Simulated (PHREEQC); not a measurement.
Spent oxide etchant: speciation

Make-up at 54 °C: 150 mmol/kgw NH4HF2, 1.6 mmol/kgw H2SiF6 and 160 mmol/kgw HBF4. Closed to the air; pH follows from the charge balance.

Computed with PHREEQC (ion-association model, wateq4f.dat).

Precipitation was switched off in this run.

What pH does the model give?

pH 1.71.

In which forms is F present?

BF4- 67 %, HF 22 %, H2F2 8.1 %, HF2- 1.2 %, SiF6-2 1.0 %, F- 0.6 % of the F.

Species that the database lacks are ignored. wateq4f.dat counts part of the HF as a dimer, H2F2, which phreeqc.dat doesn't know; its constant is uncertain. Constants without temperature data keep their 25 °C values here. SiF6-2 is the database's only silicon fluoride. Real BF4- forms and hydrolyses slowly; the run takes it at equilibrium.
